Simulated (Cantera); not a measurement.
A Cantera script and what it prints.

```python
import numpy as np
import cantera as ct

gas_names = """
    C CH CH2 CH3 CH4 CN C2 C2H C2H2,acetylene C2H2,vinylidene C2H3,vinyl CH3CN C2H4 C2H5 C2H6 CCN CNC
    C2N2 C3 C3H3,propargyl C3H4,allene C3H4,propyne C3H4,cyclo- C3H5,allyl C3H6,propylene C3H6,cyclo-
    C3H7,n-propyl C3H7,i-propyl C3H8 C4 C4H2 C4H4,1,3-cyclo- C4H6,butadiene C4H6,2-butyne C4H6,cyclo-
    C4H8,1-butene C4H8,cis2-buten C4H8,tr2-butene C4H8,isobutene C4H8,cyclo- C4H9,n-butyl C4H9,i-butyl
    C4H9,s-butyl C4H9,t-butyl C4H10,isobutane C4H10,n-butane C4N2 C5 C5H6,1,3cyclo- C5H8,cyclo-
    C5H10,1-pentene C5H10,cyclo- C5H11,pentyl C5H11,t-pentyl C5H12,n-pentane C5H12,i-pentane
    CH3C(CH3)2CH3 C6H2 C6H5,phenyl C6H6 C6H10,cyclo- C6H12,1-hexene C6H12,cyclo- C6H13,n-hexyl
    C7H7,benzyl C7H8 C7H14,1-heptene C7H15,n-heptyl C7H16,n-heptane C8H8,styrene C8H10,ethylbenz
    C8H16,1-octene C8H17,n-octyl C8H18,isooctane C8H18,n-octane C9H19,n-nonyl C10H8,naphthale
    C10H21,n-decyl C12H9,o-bipheny C12H10,bipheny H HCN HCCN HNC H2 N NH NH2 NH3 N2 N2H2 N2H4
""".split()
cond_names = """
    C(gr) C6H6(L) C7H8(L) C8H18(L),n-octa
""".split()


def load(file, names, dense=False):
    # The tables refer to 1 bar. Condensed volumes are neglected.
    table = {s.name: s for s in ct.Species.list_from_file(file)}
    out = []
    for n in names:
        d = dict(table[n].input_data)
        d["thermo"] = dict(d["thermo"], **{"reference-pressure": 1e5})
        if dense:
            d["equation-of-state"] = {"model": "constant-volume", "density": "1e6 g/cm^3"}
        out.append(ct.Species.from_dict(d))
    return out


gas = ct.Solution(thermo="ideal-gas", species=load("nasa_gas.yaml", gas_names))
cond = {s.name: ct.Solution(thermo="fixed-stoichiometry", species=[s], name=s.name)
        for s in load("nasa_condensed.yaml", cond_names, dense=True)}
atoms = {
    'C6H6': {'C': 6, 'H': 6},
    'NH3': {'N': 1, 'H': 3},
    'N2': {'N': 2},
}
top_T = {'C(gr)': 4500}  # K; cautious upper limits of use, not melting points


def equilibrate(T, P, feed):
    n = {}
    for name, mol in feed.items():
        for a, k in atoms[name].items():
            n[a] = n.get(a, 0.0) + k * mol
    gas.TPX = T, P, n
    mass = sum(n.values()) * gas.mean_molecular_weight
    gas.equilibrate("TP")
    valid = [c for c in cond.values() if c.min_temp <= T <= top_T.get(c.name, c.max_temp)]
    mix = ct.Mixture([(gas, mass / gas.mean_molecular_weight)] + [(c, 0.0) for c in valid])
    mix.T, mix.P = T, P
    mix.equilibrate("TP", solver="vcs", rtol=1e-11, max_steps=5000)
    return mix


results = []
feed = {'C6H6': 1, 'NH3': 0.33, 'N2': 28}  # mol
P = 1333.22  # Pa
for T in [748, 948, 1148, 1348, 1548, 1748, 1948, 2148, 2348, 2548, 2748, 2948]:
    mix = equilibrate(T, P, feed)
    results.append((T, P, feed, dict(zip(mix.species_names, mix.species_moles))))

top = {s: max(r[3][s] / sum(r[3][g] for g in gas_names) for r in results) for s in gas_names}
cols = sorted((s for s in top if top[s] > 0.0001), key=lambda s: -top[s])[:5]
seen = [c for c in cond_names if any(r[3].get(c, 0) > 1e-12 for r in results)]
print("log10 of partial pressures in bar; condensed amounts in mol")
print(f"{'T/K':>10s}" + "".join(f"{s[:9]:>10s}" for s in cols + seen))
for T, P, feed, n in results:
    ng = sum(n[g] for g in gas_names)
    print(f"{T:10.4g}" + "".join(f"{np.log10(max(n[s] / ng * P / 1e5, 1e-99)):10.3f}" for s in cols)
          + "".join(f"{n.get(c, 0):10.4g}" for c in seen))
```

Result:

```
log10 of partial pressures in bar; condensed amounts in mol
       T/K        N2         H        H2       HCN        CN     C(gr)
       748    -1.926   -13.959    -2.836   -10.017   -26.384     5.983
       948    -1.926   -10.697    -2.832    -8.046   -19.898     5.999
      1148    -1.926    -8.561    -2.832    -6.768   -15.680     5.999
      1348    -1.926    -7.052    -2.832    -5.874   -12.721     5.997
      1548    -1.926    -5.928    -2.833    -5.213   -10.532     5.985
      1748    -1.926    -5.059    -2.837    -4.707    -8.849     5.951
      1948    -1.928    -4.371    -2.847    -4.310    -7.515     5.874
      2148    -1.930    -3.818    -2.876    -3.999    -6.433      5.73
      2348    -1.936    -3.380    -2.943    -3.766    -5.539     5.506
      2548    -1.947    -3.051    -3.082    -3.613    -4.790     5.213
      2748    -1.961    -2.832    -3.328    -3.550    -4.154     4.749
      2948    -1.983    -2.721    -3.697    -3.579    -3.610     2.725
```

Equilibrium computed with Cantera from the NASA thermochemical tables; the gas is ideal and each condensed phase is pure.
